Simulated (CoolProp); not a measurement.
Vapour-liquid equilibrium of CH2F2 (R32) (1) + propylene (2) at 15.8 bar; x and y are mole fractions of (1).

Model: multi-fluid Helmholtz-energy mixture model, Tillner-Roth 1997 and Lemmon 2013; pair parameters Bell 2016, in CoolProp.

```csv
x,bubble temperature (°C),y at the bubble point,dew temperature at overall composition x (°C),liquid density (mol/L)
0.05,33.3,0.122,36.2,11.78
0.2,24.0,0.357,30.2,12.60
0.35,19.5,0.488,24.3,13.37
0.5,17.4,0.578,19.2,14.24
0.65,16.7,0.657,16.7,15.31
0.8,17.3,0.751,18.0,16.62
0.95,20.4,0.913,21.3,18.15
```

y crosses x between x = 0.65 and 0.8: the model has an azeotrope there.

The pair parameters rest on a limited set of measurements; away from them the model extrapolates.
